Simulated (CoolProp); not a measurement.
Vapour-liquid equilibrium of R1234yf (1) + R134a (2) at 0.138 MPa; x and y are mole fractions of (1).

Computed with CoolProp (multi-fluid Helmholtz-energy mixture model, Lemmon 2022 and Tillner-Roth 1994; pair parameters Bell 2022).

```csv
x,bubble temperature (K),y at the bubble point,dew temperature at overall composition x (K),liquid density (mol/L)
0.05,253.5,0.070,253.7,13.14
0.125,252.8,0.163,253.1,12.94
0.2,252.3,0.248,252.6,12.73
0.275,251.8,0.325,252.1,12.54
0.35,251.4,0.397,251.7,12.35
0.425,251.1,0.465,251.3,12.16
0.5,250.9,0.531,251.0,11.98
0.575,250.7,0.596,250.8,11.80
0.65,250.6,0.661,250.6,11.63
0.725,250.6,0.727,250.6,11.47
0.8,250.6,0.796,250.6,11.31
0.875,250.7,0.868,250.7,11.15
0.95,250.8,0.945,250.8,11.00
```

y crosses x between x = 0.725 and 0.8: the model has an azeotrope there.

Pair parameters are fitted to limited data, so mixtures are less certain than the pure fluids.
